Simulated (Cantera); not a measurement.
## Silicon oxide and oxynitride deposition: HMDSO + CO2

A closed system holds: 1 mol HMDSO, 0.58 mol CO2, equilibrated at 1000 Pa.

Cantera equilibrium calculation (NASA polynomials, part measured and part estimated; ideal gas, pure solids and liquids). Candidate condensed phases: C, C6H6, C7H8, C8H18, H2O, Si, SiC, SiO2; 123 gas species. The feed counts by its element totals alone. Mutual solubility and eutectic melting of coexisting phases are not modelled. The tables hold silica as quartz up to 1696 K and as liquid above; real silica turns to tridymite and cristobalite and melts near 1996 K. The numbers say what is thermodynamically allowed, not how fast it happens.

```csv
T (°C),log p H2,log p CO,log p CH4,log p H,log p SiO,log p C2H2 (acetylene),log p Si,n C(graphite),n SiC(s),n SiO2(α-quartz),n SiO2(β-quartz)
377,-2.08,<-14,-2.75,<-14,<-14,<-14,<-14,4.31,0.920,1.08,0
477,-2.01,-12.22,-3.52,-13.51,<-14,<-14,<-14,5.40,0.920,1.08,0
577,-2.00,-9.71,-4.21,-11.69,<-14,-13.02,<-14,5.61,0.920,0,1.08
677,-2.00,-7.74,-4.78,-10.26,-12.04,-11.56,<-14,5.64,0.920,0,1.08
777,-2.00,-6.15,-5.24,-9.09,-10.03,-10.38,<-14,5.65,0.920,0,1.08
877,-2.00,-4.84,-5.63,-8.13,-8.38,-9.41,<-14,5.64,0.927,0,1.07
977,-2.01,-3.74,-5.97,-7.32,-6.99,-8.61,-13.73,5.41,1.00,0,0.996
1077,-2.07,-2.81,-6.39,-6.66,-5.82,-7.98,-12.12,3.16,1.75,0,0.246
1177,-2.09,-2.71,-6.67,-6.07,-5.52,-7.41,-10.74,2.43,2.00,0,0
1277,-2.09,-2.71,-6.88,-5.55,-5.33,-6.89,-9.53,2.43,1.99,0,0
1377,-2.09,-2.71,-7.06,-5.09,-5.18,-6.43,-8.48,2.43,1.99,0,0
1477,-2.09,-2.72,-7.23,-4.68,-5.04,-6.03,-7.54,2.44,1.99,0,0
1577,-2.10,-2.72,-7.38,-4.32,-4.91,-5.68,-6.71,2.44,1.99,0,0
```
log p: log10 of the partial pressure in bar; n: condensed amount in mol.

From 377 °C to 477 °C the condensed part is C(graphite) + SiC(s) + SiO2(α-quartz). From 577 °C to 1077 °C the condensed part is C(graphite) + SiC(s) + SiO2(β-quartz). From 1177 °C to 1577 °C the condensed part is C(graphite) + SiC(s).
